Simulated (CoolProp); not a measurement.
Carbon monoxide at 293.15 K and 9.21 MPa is throttled through a valve to 5.08 MPa with no heat exchange. Each further row changes one setting.

Computed with CoolProp (reference Helmholtz-energy equation of state, Lemmon 2006). It is a short technical equation, of lower accuracy than the large ones.

| case | temperature change (K) | final phase | final density (kg/m³) |
|---|---|---|---|
| as stated | (withheld) | supercritical | 61.1 |
| outlet pressure 1.52 MPa | -17.1 | (withheld) | (withheld) |
| outlet pressure 6.6 MPa | -4.9 | supercritical | (withheld) |

**Question.** What belongs in the gaps?

**Answer.** 
- as stated, temperature change (K): -8.2
- outlet pressure 1.52 MPa, final phase: gas
- outlet pressure 1.52 MPa, final density (kg/m³): 18.7
- outlet pressure 6.6 MPa, final density (kg/m³): 78.4
